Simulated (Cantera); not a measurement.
## Silicon etching in halogen gases: Si + HF + H2 + F2

Feed: 1 mol Si, 1.4 mol HF, 0.23 mol H2, 1.8 mol F2, equilibrated at 1075 K and 32.0 mbar.

Method: chemical equilibrium by Gibbs-energy minimisation in Cantera with the NASA 1993 tables (ideal gas, pure condensed phases). Candidate condensed phases: Si; 25 gas species. Equilibrium is a limit: real reactors are often held back by kinetics, nucleation or transport.

```yaml
x(HF): 0.412
x(SiF4): 0.412
x(H2): 0.177
x(SiHF3): 1.20e-6
gas_amount: 2.430 mol
log10 activity of Si(s) (absent): -15.65
```
